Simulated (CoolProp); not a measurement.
Vapour pressure (bar) of isobutane: the reference equation beside estimates from Tc = 407.8 K, pc = 36.29 bar, ω = 0.184.

The numbers come from the reference Helmholtz-energy equation of state, Bücker 2006 in CoolProp.

```csv
T (K),reference,Lee-Kesler,Peng-Robinson
216.8,0.1160,0.1126,0.1203
234.9,0.3135,0.3070,0.3191
253.1,0.7232,0.7148,0.7276
271.2,1.464,1.458,1.463
289.4,2.693,2.696,2.684
307.6,4.579,4.594,4.560
325.7,7.288,7.314,7.269
343.9,11.05,11.08,11.05
362,16.05,16.06,16.09
380.2,22.60,22.60,22.70
```

Absolute difference from the reference over all 10 rows, mean and median: Lee-Kesler 0.8 and 0.3 %, Peng-Robinson 0.8 and 0.4 %.
